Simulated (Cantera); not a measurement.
An adiabatic, constant-volume homogeneous reactor starts with 3.45 % CH4, 20.3 % O2, 76.3 % N2, at 1350 K and 9.87 atm.

Computed with Cantera and GRI-Mech 3.0 (53 species, 325 reactions).

**Question.** Predict: time of steepest temperature rise; temperature at 3.00 s; equilibrium temperature; x(O2) at 3.00 s; x(O) at 3.00 s; x(H) at 3.00 s; x(HO2) at 3.00 s; x(H2O) at 3.00 s.

**Answer.** 
| Item | Value |
|---|---|
| time of steepest temperature rise | 0.538 ms |
| temperature at 3.00 s | 2248 K |
| equilibrium temperature | 2248 K |
| x(O2) at 3.00 s | 0.128 (gas-phase equilibrium 0.128) |
| x(O) at 3.00 s | 0.000320 (gas-phase equilibrium 0.000320) |
| x(H) at 3.00 s | 1.53e-5 (gas-phase equilibrium 1.53e-5) |
| x(HO2) at 3.00 s | 7.91e-6 (gas-phase equilibrium 7.91e-6) |
| x(H2O) at 3.00 s | 0.0678 (gas-phase equilibrium 0.0678) |
